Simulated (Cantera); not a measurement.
A perfectly stirred reactor is fed with H2 : O2 = 0.044 : 1 (molar parts), at 0.0267 bar; it is held at 1450 K, and followed from long to short residence time.

Computed with Cantera and the H2/O2 subset of GRI-Mech 3.0, which has no nitrogen chemistry. Radical loss at walls, strong at low pressure, is not modelled. The temperature is held fixed by assumption; the heat of reaction is taken as removed at once.

**Question.** What does this change do: O2 1 to 0.29 parts?

**Answer.** 
| quantity | before | after |
|---|---|---|
| x(H2) at τ = 3.90 s | 3.12e-5 | 9.76e-5 |
| x(O2) at τ = 3.90 s | 0.955 | 0.857 |
| x(O) at τ = 3.90 s | 0.00109 | 0.00103 |
| x(H2O) at τ = 3.90 s | 0.0424 | 0.140 |
| x(OH) at τ = 3.90 s | 0.00111 | 0.00197 |
| x(H2) at τ = 22.0 ms | 0.000584 | 0.00238 |
| x(O2) at τ = 22.0 ms | 0.935 | 0.827 |
| x(O) at τ = 22.0 ms | 0.0196 | 0.0270 |
| x(H2O) at τ = 22.0 ms | 0.0386 | 0.127 |
| x(OH) at τ = 22.0 ms | 0.00467 | 0.00980 |
